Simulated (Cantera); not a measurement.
A Cantera script and what it prints.

```python
import numpy as np
import cantera as ct

gas_names = """
    CL CL2 H HCL H2 N NH NH2 NH3 N2 N2H2 N2H4 Si SiCL SiCL2 SiCL3 SiCL4 SiH SiHCL3 SiH2 SiH2CL2 SiH3
    SiH3CL SiH4 SiN Si2 Si2N Si3
""".split()
cond_names = """
    NH4CL(a) NH4CL(b) Si(cr) Si(L) Si3N4(a)
""".split()


def load(file, names, dense=False):
    # The tables refer to 1 bar. Condensed volumes are neglected.
    table = {s.name: s for s in ct.Species.list_from_file(file)}
    out = []
    for n in names:
        d = dict(table[n].input_data)
        d["thermo"] = dict(d["thermo"], **{"reference-pressure": 1e5})
        if dense:
            d["equation-of-state"] = {"model": "constant-volume", "density": "1e6 g/cm^3"}
        out.append(ct.Species.from_dict(d))
    return out


gas = ct.Solution(thermo="ideal-gas", species=load("nasa_gas.yaml", gas_names))
cond = {s.name: ct.Solution(thermo="fixed-stoichiometry", species=[s], name=s.name)
        for s in load("nasa_condensed.yaml", cond_names, dense=True)}
atoms = {
    'Si3H8': {'Si': 3, 'H': 8},
    'Cl2': {'CL': 2},
    'H2': {'H': 2},
    'N2': {'N': 2},
}
top_T = {'Si3N4(a)': 2400}  # K; cautious upper limits of use, not melting points


def equilibrate(T, P, feed):
    n = {}
    for name, mol in feed.items():
        for a, k in atoms[name].items():
            n[a] = n.get(a, 0.0) + k * mol
    gas.TPX = T, P, n
    mass = sum(n.values()) * gas.mean_molecular_weight
    gas.equilibrate("TP")
    valid = [c for c in cond.values() if c.min_temp <= T <= top_T.get(c.name, c.max_temp)]
    mix = ct.Mixture([(gas, mass / gas.mean_molecular_weight)] + [(c, 0.0) for c in valid])
    mix.T, mix.P = T, P
    mix.equilibrate("TP", solver="vcs", rtol=1e-11, max_steps=5000)
    return mix


results = []
feed = {'Si3H8': 1, 'Cl2': 0.7, 'H2': 56, 'N2': 0.00081}  # mol
P = 133.322  # Pa
for T in [950, 1025, 1100, 1175, 1250, 1325, 1400, 1475, 1550]:
    mix = equilibrate(T, P, feed)
    results.append((T, P, feed, dict(zip(mix.species_names, mix.species_moles))))

top = {s: max(r[3][s] / sum(r[3][g] for g in gas_names) for r in results) for s in gas_names}
cols = sorted((s for s in top if top[s] > 1e-05), key=lambda s: -top[s])[:8]
seen = [c for c in cond_names if any(r[3].get(c, 0) > 1e-12 for r in results)]
print("log10 of partial pressures in bar; condensed amounts in mol")
print(f"{'T/K':>10s}" + "".join(f"{s[:9]:>10s}" for s in cols + seen))
for T, P, feed, n in results:
    ng = sum(n[g] for g in gas_names)
    print(f"{T:10.4g}" + "".join(f"{np.log10(max(n[s] / ng * P / 1e5, 1e-99)):10.3f}" for s in cols)
          + "".join(f"{n.get(c, 0):10.4g}" for c in seen))
```

It prints:

```
log10 of partial pressures in bar; condensed amounts in mol
       T/K        H2       HCL     SiCL4     SiCL2         H    SiHCL3     SiCL3        Si    Si(cr)  Si3N4(a)
       950    -2.882    -4.721    -5.675    -6.376   -10.696    -6.175    -6.787   -16.983     2.845  0.000405
      1025    -2.884    -4.590    -6.281    -6.044    -9.803    -6.641    -6.822   -15.181     2.916 0.0004039
      1100    -2.885    -4.558    -7.130    -5.923    -9.030    -7.288    -7.098   -13.626     2.935 0.0003831
      1175    -2.885    -4.555    -7.968    -5.868    -8.354    -7.925    -7.413   -12.271     2.935 0.0001112
      1250    -2.885    -4.557    -8.722    -5.829    -7.758    -8.498    -7.703   -11.081     2.931         0
      1325    -2.885    -4.560    -9.393    -5.798    -7.229    -9.008    -7.963   -10.025     2.927         0
      1400    -2.885    -4.563    -9.992    -5.772    -6.755    -9.464    -8.196    -9.085     2.923         0
      1475    -2.885    -4.566   -10.530    -5.749    -6.329    -9.873    -8.406    -8.240     2.918         0
      1550    -2.885    -4.569   -11.016    -5.730    -5.944   -10.242    -8.596    -7.479     2.913         0
```

Equilibrium computed with Cantera from the NASA thermochemical tables; the gas is ideal and each condensed phase is pure. The feed counts by its element totals alone. N2 is the only nitrogen source here; it is nearly inert below about 1500 K, so the nitride shown seldom forms there in practice. Mutual solubility and eutectic melting of coexisting phases are not modelled. The tables' values for SiCl3 are old estimates; treat these amounts as uncertain.
